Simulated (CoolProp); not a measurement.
The numbers come from the reference Helmholtz-energy equation of state, Tillner-Roth 1997 in CoolProp.

Task: Give the vapour pressure (kPa), vapour density (kg/m³), surface tension (mN/m) of saturated CH2F2 (R32) at 278.5, 311.9 K.

Result: 
```csv
T (K),p (kPa),vapour density (kg/m³),surface tension (mN/m)
278.5,962,26.2,10.0
311.9,2400,70.6,4.67
```

Surface tension comes from a separate correlation (Mulero 2012).
